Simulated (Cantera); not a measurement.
Input (Python, Cantera) and output of one run.

```python
import numpy as np
import cantera as ct

gas_names = """
    H H2 N NH NH2 NH3 N2 N2H2 N2H4 Si SiH SiH2 SiH3 SiH4 SiN Si2 Si2N Si3
""".split()
cond_names = """
    Si(cr) Si(L) Si3N4(a)
""".split()


def load(file, names, dense=False):
    # The tables refer to 1 bar. Condensed volumes are neglected.
    table = {s.name: s for s in ct.Species.list_from_file(file)}
    out = []
    for n in names:
        d = dict(table[n].input_data)
        d["thermo"] = dict(d["thermo"], **{"reference-pressure": 1e5})
        if dense:
            d["equation-of-state"] = {"model": "constant-volume", "density": "1e6 g/cm^3"}
        out.append(ct.Species.from_dict(d))
    return out


gas = ct.Solution(thermo="ideal-gas", species=load("nasa_gas.yaml", gas_names))
cond = {s.name: ct.Solution(thermo="fixed-stoichiometry", species=[s], name=s.name)
        for s in load("nasa_condensed.yaml", cond_names, dense=True)}
atoms = {
    'SiH4': {'Si': 1, 'H': 4},
    'NH3': {'N': 1, 'H': 3},
    'H2': {'H': 2},
}
top_T = {'Si3N4(a)': 2400}  # K; cautious upper limits of use, not melting points


def equilibrate(T, P, feed):
    n = {}
    for name, mol in feed.items():
        for a, k in atoms[name].items():
            n[a] = n.get(a, 0.0) + k * mol
    gas.TPX = T, P, n
    mass = sum(n.values()) * gas.mean_molecular_weight
    gas.equilibrate("TP")
    valid = [c for c in cond.values() if c.min_temp <= T <= top_T.get(c.name, c.max_temp)]
    mix = ct.Mixture([(gas, mass / gas.mean_molecular_weight)] + [(c, 0.0) for c in valid])
    mix.T, mix.P = T, P
    mix.equilibrate("TP", solver="vcs", rtol=1e-11, max_steps=5000)
    return mix


results = []
feed = {'SiH4': 1, 'NH3': 0.21, 'H2': 3.7}  # mol
T = 1223.15  # K
P = 1333.22  # Pa
mix = equilibrate(T, P, feed)
results.append((T, P, feed, dict(zip(mix.species_names, mix.species_moles))))
x = sorted(zip(gas.X, gas.species_names), reverse=True)
print(f"T = {T:g} K  P = {P:g} Pa  gas = {mix.phase_moles(0):.4g} mol")
print("   x: " + "  ".join(f"{s} {v:.3e}" for v, s in x if v > 0.0001))
print("   condensed (mol): " + ("  ".join(f"{mix.phase(i).name} {mix.phase_moles(i):.4g}"
      for i in range(1, mix.n_phases) if mix.phase_moles(i) > 1e-12) or "none"))
```

Output:

```
T = 1223.15 K  P = 1333.22 Pa  gas = 6.015 mol
   x: H2 1.000e+00
   condensed (mol): Si(cr) 0.8425  Si3N4(a) 0.05249
```

Equilibrium computed with Cantera from the NASA thermochemical tables; the gas is ideal and each condensed phase is pure. Mutual solubility and eutectic melting of coexisting phases are not modelled.
